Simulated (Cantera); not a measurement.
An adiabatic, constant-pressure homogeneous reactor starts with CH₄ : CO : O₂ : N₂ : CO₂ = 1 : 0.74 : 4.47 : 16.8 : 1.7 (molar parts), at 1300 K and 315 Torr.

Computed with Cantera and GRI-Mech 3.0 (53 species, 325 reactions).

Task: Predict: time of steepest temperature rise; temperature at 1.00 s; equilibrium temperature; x(CO) at 1.00 s; x(O₂) at 1.00 s; x(NO₂) at 1.00 s; x(OH) at 1.00 s.

Result: 
| Property | Result |
|---|---|
| time of steepest temperature rise | 16.6 ms |
| temperature at 1.00 s | 2240 K |
| equilibrium temperature | 2240 K |
| x(CO) at 1.00 s | 0.00574 (gas-phase equilibrium 0.00574) |
| x(O₂) at 1.00 s | 0.0830 (gas-phase equilibrium 0.0829) |
| x(NO₂) at 1.00 s | 3.93e-6 (gas-phase equilibrium 3.98e-6) |
| x(OH) at 1.00 s | 0.00511 (gas-phase equilibrium 0.00511) |
